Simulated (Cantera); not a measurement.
A closed system holds: 1 mol Al, a varied amount of N2O, 180 mol N2, equilibrated at 1452 °C and 13.3 mbar.

Equilibrium computed with Cantera from the NASA thermochemical tables; the gas is ideal and each condensed phase is pure. Candidate condensed phases: Al, AlN, Al2O3; 16 gas species. Mutual solubility and eutectic melting of coexisting phases are not modelled. The numbers say what is thermodynamically allowed, not how fast it happens.

log p: log10 of the partial pressure in bar; n: condensed amount in mol.

| n(N2O) (mol) | log p N2 | log p O2 | log p NO | log p O | n AlN(s) | n Al2O3(s) |
|---|---|---|---|---|---|---|
| 1.2 | -1.88 | <-13 | -12.44 | -13.64 | 0.193 | 0.400 |
| 1.4 | -1.88 | <-13 | -12.44 | -13.64 | 0.0599 | 0.466 |
| 1.6 | -1.88 | -5.54 | -5.82 | (withheld) | 0 | 0.500 |
| 1.9 | -1.88 | -4.89 | -5.49 | (withheld) | 0 | 0.500 |
| 2.2 | -1.88 | -4.63 | -5.36 | (withheld) | 0 | 0.500 |
| 2.5 | -1.88 | -4.47 | -5.28 | (withheld) | 0 | 0.500 |
| 2.9 | -1.88 | -4.32 | -5.21 | (withheld) | 0 | 0.500 |
| 3.4 | -1.88 | -4.19 | -5.14 | (withheld) | 0 | 0.500 |
| 4 | -1.88 | -4.07 | -5.08 | -6.27 | 0 | 0.500 |
| 4.6 | -1.88 | -3.97 | -5.03 | -6.22 | 0 | 0.500 |
| 5.3 | -1.88 | -3.89 | -4.99 | -6.18 | 0 | 0.500 |

**Question.** Fill in the missing entries.

**Answer.** 
- 1.6, log p O: -7.01
- 1.9, log p O: -6.68
- 2.2, log p O: -6.55
- 2.5, log p O: -6.47
- 2.9, log p O: -6.40
- 3.4, log p O: -6.33
